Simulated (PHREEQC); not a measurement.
Make-up at 25 °C: 0.2 mmol/kgw PbCl2, 110 mmol/kgw HNO3 and 8.5 mmol/kgw Cu(NO3)2. Closed to the air; pH follows from the charge balance.

Computed with PHREEQC (ion-association model, phreeqc.dat).

```yaml
pH: 1.05
ionic_strength: 0.136 mol/kgw
specific_conductance: 39400 µS/cm
density: 1.002 g/cm³
total_alkalinity: -110 meq/kg
```

| species | molality | activity | log γ |
|---|---|---|---|
| NO3- | 0.127 | 0.0924 | -0.138 |
| H+ | 0.110 | 0.0894 | -0.090 |
| Cu+2 | 0.00850 | 0.00312 | -0.436 |
| Cl- | 0.000396 | 0.000295 | -0.128 |
| Pb+2 | 0.000124 | 4.23e-5 | -0.466 |
| PbNO3+ | 7.56e-5 | 5.78e-5 | -0.117 |
| CuCl+ | 3.31e-6 | 2.47e-6 | -0.127 |
| PbCl+ | 6.49e-7 | 4.96e-7 | -0.117 |

No solid was allowed to form.
